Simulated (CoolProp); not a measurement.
Vapour-liquid equilibrium of R134a (1) + R152A (2) at 4.14 bar; x and y are mole fractions of (1).

Model: multi-fluid Helmholtz-energy mixture model, Tillner-Roth 1994 and Outcalt 1996; pair parameters Lemmon 2004, in CoolProp.

```tsv
x	bubble temperature (K)	y at the bubble point	dew temperature at overall composition x (K)	liquid density (mol/L)
0.05	286.3	0.051	286.3	13.94
0.2	286.2	0.207	286.2	13.62
0.35	285.9	0.365	285.9	13.33
0.5	285.5	0.523	285.5	13.07
0.65	284.9	0.677	285.0	12.83
0.8	284.2	0.822	284.3	12.61
0.95	283.4	0.958	283.4	12.42
```

No azeotrope shows between x = 0.05 and 0.95.

Pair parameters are fitted to limited data, so mixtures are less certain than the pure fluids.
